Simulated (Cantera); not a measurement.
Input: 1 mol SiCl₄, 3.4 mol H₂O, 0.12 mol H₂, at 0.00133 bar.

Equilibrium computed with Cantera from the NASA thermochemical tables; the gas is ideal and each condensed phase is pure. Candidate condensed phases: H₂O, Si, SiO₂; 30 gas species. The tables hold silica as quartz up to 1696 K and as liquid above; real silica turns to tridymite and cristobalite and melts near 1996 K. Equilibrium is a limit: real reactors are often held back by kinetics, nucleation or transport.

Q: Which condensed phases are stable at each of these points (T (°C)): 502, 552, 602, 652, 702, 752, 802, 852, 902?

A: 
```tsv
T (°C)	condensed phases	Si condensed (%)
502	SiO₂(α-quartz)	100.0
552	SiO₂(α-quartz)	100.0
602	SiO₂(β-quartz)	100.0
652	SiO₂(β-quartz)	100.0
702	SiO₂(β-quartz)	100.0
752	SiO₂(β-quartz)	100.0
802	SiO₂(β-quartz)	100.0
852	SiO₂(β-quartz)	100.0
902	SiO₂(β-quartz)	100.0
```

From 502 °C to 552 °C the condensed part is SiO₂(α-quartz). From 602 °C to 902 °C the condensed part is SiO₂(β-quartz).
